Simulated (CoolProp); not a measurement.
R245fa along the isotherm 440 K: density (kg/m³) from the reference equation and from simpler models built on Tc = 427.0 K, pc = 3.651 MPa, ω = 0.378; each cubic takes its own stable root.

Values from CoolProp's reference Helmholtz-energy equation of state, Akasaka 2015.

| p (MPa) | phase | reference | van der Waals | Soave-Redlich-Kwong |
|---|---|---|---|---|
| 0.0289 | gas | 1.061 | 1.061 | 1.062 |
| 0.0547 | gas | 2.013 | 2.013 | 2.014 |
| 0.104 | gas | 3.843 | 3.841 | 3.844 |
| 0.197 | gas | 7.337 | 7.329 | 7.341 |
| 0.373 | gas | 14.10 | 14.07 | … |
| 0.707 | gas | … | 27.44 | … |
| 1.34 | gas | … | 55.25 | … |
| 2.54 | gas | 124.5 | 122.2 | … |
| 4.81 | supercritical | … | … | 508.9 |
| 9.13 | supercritical | 901.2 | 653.0 | 775.7 |

Q: Fill in the missing entries.

A: 
- 0.373, Soave-Redlich-Kwong: 14.12
- 0.707, reference: 27.56
- 0.707, Soave-Redlich-Kwong: 27.60
- 1.34, reference: 55.74
- 1.34, Soave-Redlich-Kwong: 55.85
- 2.54, Soave-Redlich-Kwong: 124.3
- 4.81, reference: 637.4
- 4.81, van der Waals: 510.0
